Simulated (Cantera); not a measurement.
An isothermal, constant-pressure homogeneous reactor starts with 0.990 % C2H6, 99.0 % N2, at 1150 K and 100.0 Torr.

Cantera simulation using GRI-Mech 3.0 (53 species, 325 reactions); the numbers are that mechanism's predictions, not measurements. GRI-Mech 3.0 stops at C3 and has no aromatics, soot or wall deposition, so with more carbon than oxygen in the feed, carbon stays in small species such as C2H2 where larger ones or solid carbon would form.

One state of this run: x C2H6 = 0.000487; x CH2 = 1.17e-10; x C2H = 2.37e-11; x C2H4 = 0.00699; x CH4 = 0.000876; x CH3 = 2.34e-6. x: mole fraction; the columns are a selection and need not sum to one.

Problem. Which value of t (s) does it belong to?
A) 60.0
B) 0.0538
C) 5.79
D) 0.558

Solution. D, 0.558
